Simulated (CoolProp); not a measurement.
The numbers come from the reference Helmholtz-energy equation of state, Lemmon 2006 in CoolProp. It is a short technical equation, of lower accuracy than the large ones.

Q: For acetone, give the phase and the cv (kJ/(kg K)), speed of sound (m/s), isothermal compressibility (1/MPa), fugacity coefficient at 238.85 °C and 1990 kPa.

A: 
- 238.85 °C and 1990 kPa: gas; cv 1.88, speed of sound 240, isothermal compressibility 0.624, fugacity coefficient 0.844
